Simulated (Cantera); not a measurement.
Charge: 1 mol Zr, 0.38 mol NH3, 7.2 mol H2O, at 35.0 Pa.

Equilibrium computed with Cantera from the NASA thermochemical tables; the gas is ideal and each condensed phase is pure. Candidate condensed phases: H2O, Zr, ZrN, ZrO2; 28 gas species. The numbers say what is thermodynamically allowed, not how fast it happens. All values below are at 2748 K.

Base state: H 0.673, O 0.221, H2 0.0344, ZrO2 0.0278, OH 0.0178, N2 0.00900, O2 0.00878, ZrO 0.00378 (mole fractions); condensed: ZrO2(s).

Task: What changes in the equilibrium state with this change: pressure from 35.0 Pa to 1.33 mbar?

Result: 
```csv
species,before,after
H,0.673,0.596
O,0.221,0.180
H2,0.0344,0.103
H2O,0.00340,0.0314
ZrO2,0.0278,0.00729
OH,0.0178,0.0489
O2,0.00878,0.0222
N2,0.00900,0.0105
ZrO,0.00378,0.000320
N,1.20e-5,6.64e-6
NO,0.000747,0.00128
"ZrO2(s), mol",0.360,0.870
```

Task: What changes in the equilibrium state with this change: H2O from 7.2 to 0.97 mol?

Result: 
```json
[
 {"species": "H", "before": "0.673", "after": "0.677"},
 {"species": "ZrO", "before": "0.00378", "after": "0.231"},
 {"species": "N2", "before": "0.00900", "after": "0.0460"},
 {"species": "O", "before": "0.221", "after": "0.000265"},
 {"species": "OH", "before": "0.0178", "after": "2.15e-5"},
 {"species": "ZrO2", "before": "0.0278", "after": "0.00204"},
 {"species": "H2", "before": "0.0344", "after": "0.0347"},
 {"species": "O2", "before": "0.00878", "after": "1.27e-8"},
 {"species": "Zr", "before": "1.89e-7", "after": "0.00960"},
 {"species": "ZrO2(s), mol", "before": "0.360", "after": "0"}
]
```
